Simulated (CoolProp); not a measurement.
Model: reference Helmholtz-energy equation of state, Lemmon 2016, in CoolProp.

Task: For R227EA, give the phase and the Z, isothermal compressibility (1/MPa), expansivity (1/kK), Prandtl number at 245.6 K and 12700 kPa.

Result: 
- 245.6 K and 12700 kPa: liquid; Z 0.652, isothermal compressibility 0.00169, expansivity 1.78, Prandtl number 7.63

Viscosity comes from a separate model (Huber 2003), an estimate that may be off by 10 % or more. Thermal conductivity comes from a separate model (Huber 2003), an estimate that may be off by 10 % or more.
